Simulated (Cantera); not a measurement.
Charge: 1 mol SF₆, 0.36 mol O₂, held at 2752 °C and 270 Pa.

Equilibrium computed with Cantera from the NASA thermochemical tables; the gas is ideal and each condensed phase is pure. Equilibrium is a limit: real reactors are often held back by kinetics, nucleation or transport.

```tsv
species	before	after
F	0.790	0.832
S	0.116	0.131
O	0.0781	0.0297
SO	0.0139	0.00595
O₂	0.00108	0.000157
SO₂	0.000344	5.61e-5
S₂	0.000492	0.000627
SF	0.000325	0.000386
```
Gas species are given as mole fractions.

### Question
Which change was made?
(A) temperature from 2752 °C to 302 °C
(B) pressure from 270 Pa to 100000 Pa
(C) O₂ from 0.36 to 0.13 mol
(D) O₂ from 0.36 to 0.56 mol

### Answer
C, O₂ from 0.36 to 0.13 mol
